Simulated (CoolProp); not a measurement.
Aqueous calcium chloride as a coolant, at -7 °C, 1 atm.

Model: Melinder's fits for secondary coolants, in CoolProp.

```csv
mass %,freezing point (°C),density (kg/m³),cp (kJ/(kg K)),viscosity (mPa s),conductivity (W/(m K))
12.9,-8.6,1117,3.388,___,0.542
15.2,___,1139,3.263,3.27,0.540
17.5,-14.4,1161,3.147,3.55,0.538
19.8,-17.9,___,___,3.90,0.536
22.2,-22.4,1209,2.945,4.35,0.533
24.5,___,1234,___,4.89,0.530
```

Question: Fill in the missing entries.

Answer: 
- 12.9, viscosity (mPa s): 3.04
- 15.2, freezing point (°C): -11.3
- 19.8, density (kg/m³): 1184
- 19.8, cp (kJ/(kg K)): 3.042
- 24.5, freezing point (°C): -27.7
- 24.5, cp (kJ/(kg K)): 2.863
